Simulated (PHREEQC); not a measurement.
Solution (40 °C): 0.02 mol CaCl2, 0.011 mol CO2 and 0.0033 mol MgSO4 per kg of water. Closed to the air; pH follows from the charge balance.

All values are PHREEQC results (ion-association model, phreeqc.dat), not measurements.

Precipitation was switched off in this run.

Question: Order these S species by the share of S that they hold, largest first: MgSO4, HSO4-, CaSO4, SO4-2.

Answer: SO4-2 (54 %), CaSO4 (35 %), MgSO4 (9.9 %), HSO4- (0.30 %)

The pH is 4.12 and the ionic strength 0.0673 mol/kgw. Away from 25 °C the constants follow the database's enthalpies or fits; those with neither stay at their 25 °C values.
